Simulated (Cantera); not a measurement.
Thermodynamics of aluminium nitride and oxide growth, feed Al(CH₃)₃ + O₂ + N₂

Input: 1 mol Al(CH₃)₃, 2 mol O₂, 49 mol N₂, at 435 Torr.

Equilibrium computed with Cantera from the NASA thermochemical tables; the gas is ideal and each condensed phase is pure. Candidate condensed phases: Al, AlN, Al₂O₃, C, C₆H₆, C₇H₈, C₈H₁₈, H₂O; 148 gas species. The feed counts by its element totals alone. Mutual solubility and eutectic melting of coexisting phases are not modelled. The tables' values for AlOH are old estimates; treat these amounts as uncertain. Condensed phases not in the tables: aluminium oxynitride. Rates play no part.

From 327 °C to 1127 °C the condensed part is Al₂O₃(s) + C(graphite). From 1327 °C to 1927 °C the condensed part is AlN(s) + Al₂O₃(s).

```tsv
T (°C)	x N₂	x H₂	x CO	x H₂O	x CH₄	x CO₂	x H	x Al₂O	n Al₂O₃(s)	n C(graphite)	n AlN(s)
327	0.925	0.0179	0.000151	0.0319	0.0175	0.00758	<1e-12	<1e-12	0.500	1.66	0
527	0.897	0.0642	0.0134	0.0117	0.00322	0.0103	<1e-12	<1e-12	0.500	1.53	0
727	0.877	0.0790	0.0427	0.000774	0.000346	0.000601	8.38e-10	<1e-12	0.500	0.557	0
927	0.875	0.0802	0.0446	5.38e-5	5.89e-5	2.18e-5	7.34e-8	<1e-12	0.500	0.500	0
1127	0.875	0.0803	0.0446	7.74e-6	1.61e-5	1.98e-6	1.81e-6	<1e-12	0.500	0.492	0
1327	0.867	0.0796	0.0528	2.48e-6	5.16e-6	5.47e-7	2.01e-5	1.17e-10	0.342	0	0.315
1527	0.867	0.0797	0.0530	5.34e-6	3.71e-7	9.30e-7	0.000133	9.96e-8	0.337	0	0.325
1727	0.867	0.0795	0.0531	9.74e-6	4.58e-8	1.42e-6	0.000602	2.12e-5	0.335	0	0.325
1927	0.863	0.0783	0.0528	1.56e-5	8.18e-9	2.00e-6	0.00207	0.00166	0.303	0	0.113
```
x: gas mole fraction; n: condensed amount in mol.
